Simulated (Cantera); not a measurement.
Feed: 1 mol TEOS, 1.2 mol H2O, 14 mol H2, equilibrated at 998.15 K and 10000 Pa.

Cantera equilibrium calculation (NASA polynomials, part measured and part estimated; ideal gas, pure solids and liquids). Candidate condensed phases: C, C6H6, C7H8, C8H18, H2O, Si, SiC, SiO2; 123 gas species. The feed counts by its element totals alone. Rates play no part.

Task: What is the equilibrium state?

Result: 
```
Property                              Value
--------------------------------  ---------
x(H2)                                 0.879
x(CO)                                 0.109
x(CH4)                              0.00753
x(H2O)                              0.00389
x(CO2)                             0.000697
n(C(graphite))                     4.72 mol
n(SiO2(β-quartz))                  1.00 mol
gas amount                        28.06 mol
log10 activity of Si(s) (absent)     -13.36
```
